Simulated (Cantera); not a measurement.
**Tantalum, niobium, vanadium and zirconium in process gases: Zr + O₂ + N₂**

A closed system holds: 1 mol Zr, a varied amount of O₂, 0.93 mol N₂, held at 2848 K and 1 atm.

Equilibrium computed with Cantera from the NASA thermochemical tables; the gas is ideal and each condensed phase is pure. Candidate condensed phases: Zr, ZrN, ZrO₂; 13 gas species. Mutual solubility and eutectic melting of coexisting phases are not modelled. ZrN: taken at fixed stoichiometry. Condensed phases not in the tables: solid solutions among these carbides, nitrides and lower oxides. The numbers say what is thermodynamically allowed, not how fast it happens.

```csv
n(O₂) (mol),x N₂,x O₂,x NO,x O,x ZrO,x NO₂,n ZrN(s),n ZrO₂(s)
0.039,1.000,2.37e-9,4.70e-6,3.16e-6,0.000270,<1e-12,0.961,0.0389
0.067,1.000,2.37e-9,4.70e-6,3.16e-6,0.000270,<1e-12,0.933,0.0669
0.12,1.000,2.37e-9,4.70e-6,3.16e-6,0.000270,<1e-12,0.880,0.120
0.2,1.000,2.37e-9,4.70e-6,3.16e-6,0.000270,<1e-12,0.800,0.200
0.35,1.000,2.37e-9,4.70e-6,3.16e-6,0.000270,<1e-12,0.650,0.350
0.61,1.000,2.37e-9,4.70e-6,3.16e-6,0.000270,<1e-12,0.390,0.610
1.1,0.882,0.0749,0.0248,0.0178,4.80e-8,9.72e-6,0,1.000
1.9,0.475,0.438,0.0441,0.0430,1.99e-8,4.17e-5,0,1.000
```
x: gas mole fraction; n: condensed amount in mol.

From 0.039 mol O₂ to 0.61 mol O₂ the condensed part is ZrN(s) + ZrO₂(s). From 1.1 mol O₂ to 1.9 mol O₂ the condensed part is ZrO₂(s). The main Zr-bearing gas is ZrO at 0.039 mol O₂ and ZrO₂ at 1.9 mol O₂.
